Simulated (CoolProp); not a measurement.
Vapour pressure (MPa) of R13: the reference equation beside estimates from Tc = 303.0 K, pc = 3.973 MPa, ω = 0.175. Clausius-Clapeyron is anchored at 257.8 K with a constant enthalpy of vaporisation of 11.08 kJ/mol.

Model: reference Helmholtz-energy equation of state, Platzer 1990, in CoolProp. This equation is an older, rougher fit; its heat capacities, sound speeds and derivatives of the liquid may be far off and weren't checked against measurements.

| T (K) | reference | Clausius-Clapeyron | van der Waals | Redlich-Kwong | Peng-Robinson |
|---|---|---|---|---|---|
| 238 | … | 0.8496 | 1.398 | 0.8555 | 0.7048 |
| 242 | 0.8107 | 0.9320 | 1.510 | 0.9646 | 0.8042 |
| 245.9 | 0.9173 | … | 1.626 | 1.080 | 0.9109 |
| 249.9 | 1.037 | 1.109 | 1.750 | … | 1.031 |
| 253.8 | 1.164 | … | 1.876 | 1.341 | 1.159 |
| 257.8 | 1.306 | 1.306 | 2.012 | 1.489 | 1.302 |
| 261.8 | 1.460 | 1.413 | 2.153 | 1.647 | 1.457 |
| 265.7 | 1.623 | 1.523 | 2.297 | 1.812 | 1.622 |
| 269.7 | 1.804 | 1.641 | 2.450 | 1.992 | 1.804 |
| 273.6 | 1.994 | 1.761 | 2.605 | 2.179 | 1.996 |
| 277.6 | … | 1.889 | 2.771 | 2.382 | … |

Q: What belongs in the gaps?

A: 
- 238, reference: 0.7111
- 245.9, Clausius-Clapeyron: 1.017
- 249.9, Redlich-Kwong: 1.207
- 253.8, Clausius-Clapeyron: 1.204
- 277.6, reference: 2.203
- 277.6, Peng-Robinson: 2.209

Absolute difference from the reference over all 11 rows, mean and median: Clausius-Clapeyron 9.1 and 9.0 %, van der Waals 56.8 and 54.1 %, Redlich-Kwong 14.1 and 14.0 %, Peng-Robinson 0.4 and 0.3 %.
